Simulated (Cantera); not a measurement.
Feed: 1 mol Si₃N₄, 0.016 mol CO₂, 2 mol H₂, equilibrated at 1425 K and 0.870 bar.

Equilibrium computed with Cantera from the NASA thermochemical tables; the gas is ideal and each condensed phase is pure. Candidate condensed phases: C, C₆H₆, C₇H₈, C₈H₁₈, H₂O, Si, SiC, SiO₂, Si₂N₂O, Si₃N₄; 151 gas species. Mutual solubility and eutectic melting of coexisting phases are not modelled. Equilibrium is a limit: real reactors are often held back by kinetics, nucleation or transport.

Base state: H₂ 0.989, N₂ 0.00953, CH₄ 0.00151, HCN 2.78e-5 (mole fractions); condensed: SiC(s) + Si₂N₂O(s) + Si₃N₄(s).

### Question
What changes in the equilibrium state with this change: temperature from 1425 K to 1373.15 K?

### Answer
| species | before | after |
|---|---|---|
| H₂ | 0.989 | 0.988 |
| N₂ | 0.00953 | 0.00842 |
| CH₄ | 0.00151 | 0.00323 |
| HCN | 2.78e-5 | 2.74e-5 |
| SiC(s), mol | 0.0129 | 0.00944 |
| Si₂N₂O(s), mol | 0.0320 | 0.0320 |
| Si₃N₄(s), mol | 0.974 | 0.976 |
